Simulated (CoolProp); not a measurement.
Saturation properties of acetone.

Values from CoolProp's reference Helmholtz-energy equation of state, Lemmon 2006. It is a short technical equation, of lower accuracy than the large ones.

```tsv
T (°C)	p (MPa)	liquid density (kg/m³)	vapour density (kg/m³)	enthalpy of vaporisation (kJ/kg)	surface tension (mN/m)
60.25	0.1166	744.0	2.590	496.8	18.3
65.85	0.1400	737.2	3.079	490.5	17.7
71.35	0.1663	730.5	3.627	484.1	17.0
76.85	0.1964	723.7	4.249	477.6	16.3
82.45	0.2313	716.7	4.967	470.9	15.7
87.95	0.2700	709.7	5.764	464.1	15.0
93.45	0.3136	702.5	6.659	457.2	14.4
99.05	0.3633	695.1	7.681	450.0	13.7
104.55	0.4178	687.7	8.805	442.7	13.1
110.05	0.4784	680.1	10.06	435.1	12.4
115.65	0.5468	672.2	11.48	427.3	11.8
121.15	0.6209	664.3	13.04	419.3	11.2
126.75	0.7040	656.1	14.80	410.9	10.5
132.25	0.7936	647.8	16.72	402.4	9.91
137.75	0.8915	639.2	18.85	393.5	9.29
```

It boils at 56.1 °C under 1 atm.

Surface tension comes from a separate correlation (Mulero 2012).
